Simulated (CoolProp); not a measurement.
Properties of R227EA at several states (Tc = 374.9 K, pc = 29.25 bar, ω = 0.358).

Values from CoolProp's reference Helmholtz-energy equation of state, Lemmon 2016.

```
T (K)  p (bar)          phase        Z  isothermal compressibility (1/MPa)  expansivity (1/kK)  viscosity (µPa s)  conductivity (mW/(m K))
-----  -------  -------------  -------  ----------------------------------  ------------------  -----------------  -----------------------
194.1     10.4         liquid  0.06280                            0.001093               1.674               1090                     84.7
464.1     1.49            gas   0.9920                               6.766               2.223               17.8                     26.2
300.9     72.5         liquid   0.3459                            0.004230               2.512                270                     63.1
438.2     73.9  supercritical   0.5409                              0.1467               10.62               39.7                     39.2
273.5    0.177            gas   0.9935                               56.87               3.745               10.6                     11.6
219.5     7.33         liquid  0.04094                            0.001512               1.849                716                     79.4
```

Viscosity comes from a separate model (Huber 2003), an estimate that may be off by 10 % or more. Thermal conductivity comes from a separate model (Huber 2003), an estimate that may be off by 10 % or more.
